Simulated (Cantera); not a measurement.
A Cantera script and its output.

```python
import numpy as np
import cantera as ct

gas = ct.Solution("gri30.yaml")
gas.TPX = 1223, 13332, {'CO': 0.024, 'O2': 0.024, 'H2O': 0.001, 'N2': 1}
inlet = ct.Reservoir(gas, clone=True)

reactor = ct.IdealGasConstPressureReactor(gas, energy="off", clone=False)
exhaust = ct.Reservoir(gas, clone=True)
tau = [3.8, 1.9, 0.9, 0.43, 0.21, 0.1, 0.049, 0.024, 0.012, 0.0056][0]
for a, b in ((inlet, reactor), (reactor, exhaust)):
    ct.MassFlowController(a, b, mdot=lambda t: reactor.mass / tau)
net = ct.ReactorNet([reactor])
show = ['CO', 'O2', 'H2O', 'N2O', 'H2']

rows = []
print(f"{'tau/s':>10s}{'T/K':>9s}" + "".join(f"{s:>11s}" for s in show))
for tau in [3.8, 1.9, 0.9, 0.43, 0.21, 0.1, 0.049, 0.024, 0.012, 0.0056]:
    net.initial_time = 0.0
    net.advance(30 * tau)
    before = gas.X
    net.advance(40 * tau)
    drift = np.max(np.abs(gas.X - before) / (gas.X + 1e-9))
    rows.append([gas.T, *gas[show].X, drift])
    print(f"{tau:10.3e}{gas.T:9.1f}" + "".join(f"{x:11.3e}" for x in gas[show].X))
```

Output:

```
     tau/s      T/K         CO         O2        H2O        N2O         H2
 3.800e+00   1223.0  6.888e-04  1.182e-02  9.193e-04  1.382e-07  8.434e-06
 1.900e+00   1223.0  1.079e-03  1.196e-02  8.947e-04  1.218e-07  1.265e-05
 9.000e-01   1223.0  1.738e-03  1.221e-02  8.513e-04  1.068e-07  1.882e-05
 4.300e-01   1223.0  2.764e-03  1.260e-02  7.826e-04  9.538e-08  2.617e-05
 2.100e-01   1223.0  4.300e-03  1.318e-02  6.870e-04  8.845e-08  3.285e-05
 1.000e-01   1223.0  6.698e-03  1.410e-02  5.720e-04  8.638e-08  3.615e-05
 4.900e-02   1223.0  9.927e-03  1.540e-02  4.942e-04  8.874e-08  3.411e-05
 2.400e-02   1223.0  1.378e-02  1.714e-02  5.079e-04  9.066e-08  2.909e-05
 1.200e-02   1223.0  1.752e-02  1.913e-02  6.281e-04  8.264e-08  2.238e-05
 5.600e-03   1223.0  2.095e-02  2.134e-02  8.282e-04  4.370e-08  1.082e-05
```

Detailed kinetics in Cantera: GRI-Mech 3.0 (53 species, 325 reactions).
